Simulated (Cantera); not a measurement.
A perfectly stirred reactor is fed with CH₄ : O₂ : N₂ = 1 : 3.92 : 14.7 (molar parts), at 0.300 bar; it is adiabatic with a 625 K inlet, and is followed from long to short residence time, starting on the burning branch (τ in s: 0.039, 0.022, 0.013, 0.0072, 0.0041, 0.0024, 0.0013, 0.00077, 0.00044, 0.00025, 0.00014, 8.2e-05, 4.7e-05).

Detailed kinetics in Cantera: GRI-Mech 3.0 (53 species, 325 reactions).

Question: What does this change do: CH4 1 to 0.73 parts?

Answer: 
```json
[
 {"quantity": "blow-out, bracketed by the residence times tried", "before": "burning at 0.440 ms, out at 0.250 ms", "after": "burning at 1.30 ms, out at 0.770 ms"},
 {"quantity": "x(CH₄) at τ = 39.0 ms", "before": "2.51e-5", "after": "5.85e-5"},
 {"quantity": "x(O₂) at τ = 39.0 ms", "before": "0.0974", "after": "0.127"},
 {"quantity": "x(HCO) at τ = 39.0 ms", "before": "1.19e-7", "after": "8.93e-8"},
 {"quantity": "x(NO₂) at τ = 39.0 ms", "before": "4.66e-9", "after": "1.39e-9"},
 {"quantity": "x(CH₂CO) at τ = 39.0 ms", "before": "9.65e-10", "after": "2.98e-9"},
 {"quantity": "x(CH₄) at τ = 1.30 ms", "before": "0.000322", "after": "0.00109"},
 {"quantity": "x(O₂) at τ = 1.30 ms", "before": "0.101", "after": "0.134"},
 {"quantity": "x(HCO) at τ = 1.30 ms", "before": "3.47e-6", "after": "2.61e-6"},
 {"quantity": "x(NO₂) at τ = 1.30 ms", "before": "9.10e-10", "after": "3.10e-10"},
 {"quantity": "x(CH₂CO) at τ = 1.30 ms", "before": "2.93e-8", "after": "1.43e-7"}
]
```

Question: What does this change do: inlet temperature 625 to 300 K?

Answer: 
```
quantity                                                                        before                               after
------------------------------------------------  ------------------------------------  ----------------------------------
blow-out, bracketed by the residence times tried  burning at 0.440 ms, out at 0.250 ms  burning at 2.40 ms, out at 1.30 ms
x(CH₄) at τ = 39.0 ms                                                          2.51e-5                             6.91e-5
x(O₂) at τ = 39.0 ms                                                            0.0974                              0.0981
x(HCO) at τ = 39.0 ms                                                          1.19e-7                             1.39e-7
x(NO₂) at τ = 39.0 ms                                                          4.66e-9                             1.42e-9
x(CH₂CO) at τ = 39.0 ms                                                       9.65e-10                             4.96e-9
x(CH₄) at τ = 1.30 ms                                                         0.000322                              0.0510
x(O₂) at τ = 1.30 ms                                                             0.101                               0.200
x(HCO) at τ = 1.30 ms                                                          3.47e-6                              <1e-12
x(NO₂) at τ = 1.30 ms                                                         9.10e-10                              <1e-12
x(CH₂CO) at τ = 1.30 ms                                                        2.93e-8                              <1e-12
```
